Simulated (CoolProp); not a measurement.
Nitrous oxide along the isotherm 326.2 K: fugacity coefficient from the reference equation and from simpler models built on Tc = 309.5 K, pc = 72.45 bar, ω = 0.161; each cubic takes its own stable root.

Model: reference Helmholtz-energy equation of state, Lemmon 2006, in CoolProp. It is a short technical equation, of lower accuracy than the large ones.

```csv
p (bar),phase,reference
0.344,gas,0.9986
0.58,gas,0.9977
0.979,gas,0.9960
1.65,gas,0.9933
2.79,gas,0.9888
4.7,gas,0.9811
7.94,gas,0.9682
13.4,gas,0.9465
22.6,gas,0.9104
38.2,gas,0.8504
64.4,gas,0.7512
109,supercritical,0.5785
```

Problem. How far does each simpler model (van der Waals, Soave-Redlich-Kwong, Peng-Robinson) lie from the reference over these 12 states: mean and median of the absolute difference, and the worst?

Solution. 
- van der Waals: mean 0.7 %, median 0.3 %, worst +2.5 % at 326.2 K and 109 bar
- Soave-Redlich-Kwong: mean 0.3 %, median 0.0 %, worst +2.0 % at 326.2 K and 109 bar
- Peng-Robinson: mean 0.7 %, median 0.3 %, worst -2.5 % at 326.2 K and 109 bar
